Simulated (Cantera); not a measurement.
Charge: 1 mol (CH₃)₂SiCl₂, 0.2 mol HCl, 11 mol H₂, at 652 °C and 0.580 bar.

Equilibrium computed with Cantera from the NASA thermochemical tables; the gas is ideal and each condensed phase is pure. Candidate condensed phases: C, C₆H₆, C₇H₈, C₈H₁₈, Si, SiC; 109 gas species. The feed counts by its element totals alone. The tables' values for SiCl₃ are old estimates; treat these amounts as uncertain. Rates play no part.

Base state: H₂ 0.837, CH₄ 0.0922, HCl 0.0398, SiCl₄ 0.0290, SiHCl₃ 0.00222, SiCl₃ 1.95e-5, SiH₂Cl₂ 1.67e-5 (mole fractions); condensed: C(graphite) + SiC(s).

Question: What changes in the equilibrium state with this change: (CH₃)₂SiCl₂ replaced by CH₃SiH₃?

Answer: 
| species | before | after |
|---|---|---|
| H₂ | 0.837 | 0.989 |
| HCl | 0.0398 | 0.00697 |
| CH₄ | 0.0922 | 0.00198 |
| SiCl₄ | 0.0290 | 0.00128 |
| SiCl₃ | 1.95e-5 | 5.33e-6 |
| SiHCl₃ | 0.00222 | 0.000659 |
| SiH₂Cl₂ | 1.67e-5 | 3.34e-5 |
| C(graphite), mol | 0.176 | 0 |
| SiC(s), mol | 0.577 | 0.972 |

Question: What changes in the equilibrium state with this change: pressure from 0.580 bar to 1.00 bar?

Answer: 
```tsv
species	before	after
H₂	0.837	0.824
CH₄	0.0922	0.109
HCl	0.0398	0.0322
SiCl₄	0.0290	0.0311
SiH₂Cl₂	1.67e-5	2.65e-5
SiHCl₃	0.00222	0.00290
SiCl₃	1.95e-5	1.96e-5
C(graphite), mol	0.176	0
SiC(s), mol	0.577	0.547
```
